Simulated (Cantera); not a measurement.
Standard-state values (1 bar) from the NASA 1993 polynomials, evaluated with Cantera. Values are per mole of reaction as written; species without (g) are pure solids or liquids, kept so even where they would boil at 1 bar.

3 N2O(g) + 9 H2O(g) + 4 Cr ⇌ 4 CrO3(g) + 6 NH3(g), with ΔH° = 484.3 kJ and ΔS° = -233.0 J/K at 300 K.

How far is the shortcut ΔG° ≈ ΔH°(300 K) − T·ΔS°(300 K) from the full temperature-dependent value at 998, 1148, 1298, 1448, 1598, 1748, 1898 K?


```
T (K)  shortcut (kJ)  full (kJ)  difference (kJ)  difference in log10 K
-----  -------------  ---------  ---------------  ---------------------
998            716.9      737.5            -20.7                   1.08
1148           751.8      778.4            -26.6                   1.21
1298           786.8      819.8            -33.0                   1.33
1448           821.7      861.6            -39.9                   1.44
1598           856.7      904.2            -47.5                   1.55
1748           891.6      947.5            -55.9                   1.67
1898           926.6      991.8            -65.3                   1.80
```
The shortcut ignores the heat-capacity change of the reaction.
